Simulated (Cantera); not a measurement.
# Equilibrium for tantalum, niobium, vanadium and zirconium in process gases: V + NH₃ + H₂ + N₂

Input: 1 mol V, 8.3 mol NH₃, 5.3 mol H₂, 0.00038 mol N₂, held at 0.00120 Torr.

Method: chemical equilibrium by Gibbs-energy minimisation in Cantera with the NASA 1993 tables (ideal gas, pure condensed phases). Candidate condensed phases: V, VN; 11 gas species. VN: taken at fixed stoichiometry. Condensed phases not in the tables: V₂N, N, O or C dissolved in the metal. The numbers say what is thermodynamically allowed, not how fast it happens.

```json
[
 {"T (K)": "825", "log p H": "-14.04", "log p H₂": "-5.88", "log p N₂": "-6.56", "log p V": "<-17", "log p N": "<-17", "log p VN": "<-17", "log p NH": "<-17", "n VN(s)": "1.00", "n V(s)": "0"},
 {"T (K)": "975", "log p H": "-11.88", "log p H₂": "-5.88", "log p N₂": "-6.56", "log p V": "<-17", "log p N": "<-17", "log p VN": "<-17", "log p NH": "<-17", "n VN(s)": "1.00", "n V(s)": "0"},
 {"T (K)": "1125", "log p H": "-10.29", "log p H₂": "-5.88", "log p N₂": "-6.56", "log p V": "<-17", "log p N": "<-17", "log p VN": "<-17", "log p NH": "<-17", "n VN(s)": "1.00", "n V(s)": "0"},
 {"T (K)": "1275", "log p H": "-9.07", "log p H₂": "-5.88", "log p N₂": "-6.56", "log p V": "-14.37", "log p N": "<-17", "log p VN": "<-17", "log p NH": "<-17", "n VN(s)": "1.00", "n V(s)": "0"},
 {"T (K)": "1425", "log p H": "-8.11", "log p H₂": "-5.88", "log p N₂": "-6.57", "log p V": "-11.26", "log p N": "-17.38", "log p VN": "-17.36", "log p NH": "<-17", "n VN(s)": "1.000", "n V(s)": "0"},
 {"T (K)": "1575", "log p H": "-7.33", "log p H₂": "-5.90", "log p N₂": "-6.52", "log p V": "-9.21", "log p N": "-15.69", "log p VN": "-15.28", "log p NH": "-17.01", "n VN(s)": "0", "n V(s)": "0.991"},
 {"T (K)": "1725", "log p H": "-6.71", "log p H₂": "-5.96", "log p N₂": "-6.55", "log p V": "-7.74", "log p N": "-14.32", "log p VN": "-13.82", "log p NH": "-16.02", "n VN(s)": "0", "n V(s)": "0.732"},
 {"T (K)": "1875", "log p H": "-6.25", "log p H₂": "-6.13", "log p N₂": "-6.62", "log p V": "-7.24", "log p N": "-13.19", "log p VN": "-13.35", "log p NH": "-15.28", "n VN(s)": "0", "n V(s)": "0"},
 {"T (K)": "2025", "log p H": "-5.98", "log p H₂": "-6.52", "log p N₂": "-6.71", "log p V": "-7.33", "log p N": "-12.25", "log p VN": "-13.49", "log p NH": "-14.78", "n VN(s)": "0", "n V(s)": "0"},
 {"T (K)": "2175", "log p H": "-5.88", "log p H₂": "-7.14", "log p N₂": "-6.77", "log p V": "-7.39", "log p N": "-11.42", "log p VN": "-13.57", "log p NH": "-14.48", "n VN(s)": "0", "n V(s)": "0"},
 {"T (K)": "2325", "log p H": "-5.86", "log p H₂": "-7.80", "log p N₂": "-6.78", "log p V": "-7.40", "log p N": "-10.68", "log p VN": "-13.59", "log p NH": "-14.27", "n VN(s)": "0", "n V(s)": "0"},
 {"T (K)": "2475", "log p H": "-5.86", "log p H₂": "-8.42", "log p N₂": "-6.79", "log p V": "-7.40", "log p N": "-10.03", "log p VN": "-13.60", "log p NH": "-14.09", "n VN(s)": "0", "n V(s)": "0"},
 {"T (K)": "2625", "log p H": "-5.86", "log p H₂": "-8.97", "log p N₂": "-6.79", "log p V": "-7.40", "log p N": "-9.45", "log p VN": "-13.60", "log p NH": "-13.94", "n VN(s)": "0", "n V(s)": "0"}
]
```
log p: log10 of the partial pressure in bar; n: condensed amount in mol.

From 825 K to 1425 K the condensed part is VN(s). From 1575 K to 1725 K the condensed part is V(s). From 1875 K to 2625 K nothing is condensed.
